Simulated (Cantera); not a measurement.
A closed system holds: 1 mol Fe₂O₃, 0.43 mol H₂O, 0.95 mol N₂, 1.1 mol Cl₂, at 1448.15 K and 0.0100 bar.

Equilibrium computed with Cantera from the NASA thermochemical tables; the gas is ideal and each condensed phase is pure. Candidate condensed phases: Fe, FeCl₂, FeCl₃, FeO, Fe(OH)₂, Fe(OH)₃, Fe₂O₃, Fe₃O₄, H₂O, NH₄Cl; 37 gas species. Equilibrium is a limit: real reactors are often held back by kinetics, nucleation or transport.

Base state: N₂ 0.299, HCl 0.252, O₂ 0.200, FeCl₂ 0.175, Cl 0.0432, Cl₂ 0.0112, H₂O 0.00939, FeCl₃ 0.00859 (mole fractions); condensed: Fe₂O₃(s).

**Question.** What changes in the equilibrium state with this change: Fe₂O₃ replaced by Al₂O₃?

**Answer.** 
```
species         before     after
-------------  -------  --------
N₂               0.299     0.325
HCl              0.252     0.293
Cl              0.0432     0.158
FeCl₂            0.175         0
Cl₂             0.0112     0.150
O₂               0.200    0.0732
AlCl₃                0  0.000267
FeCl₃          0.00859         0
Fe₂Cl₄         1.80e-5         0
H₂O            0.00939  0.000572
Fe₂O₃(s), mol    0.709         0
Al₂O₃(s), mol        0     1.000
```
Further candidate phases: Al, AlCl₃, AlN, Al₂O₃.

**Question.** What changes in the equilibrium state with this change: N₂ from 0.95 to 0.052 mol?

**Answer.** 
```
species          before     after
-------------  --------  --------
HCl               0.252     0.355
O₂                0.200     0.279
FeCl₂             0.175     0.238
N₂                0.299    0.0229
FeCl₃           0.00859    0.0154
Cl₂              0.0112    0.0196
H₂O             0.00939    0.0126
Cl               0.0432    0.0570
NO             0.000566  0.000185
Fe₂Cl₄          1.80e-5   3.33e-5
ClO             5.09e-5   7.92e-5
OH              4.69e-5   5.91e-5
O               8.75e-6   1.03e-5
Fe₂O₃(s), mol     0.709     0.714
```

**Question.** What changes in the equilibrium state with this change: temperature from 1448.15 K to 898 K?

**Answer.** 
```
species         before     after
-------------  -------  --------
N₂               0.299     0.354
HCl              0.252     0.305
Cl₂             0.0112     0.255
FeCl₂            0.175   2.08e-5
O₂               0.200    0.0772
Cl              0.0432  0.000360
FeCl₃          0.00859   0.00133
Fe₂Cl₄         1.80e-5     <1e-9
OH             4.69e-5   8.53e-9
Fe₂O₃(s), mol    0.709     0.998
```
Condensed phases not in the tables: FeOCl.
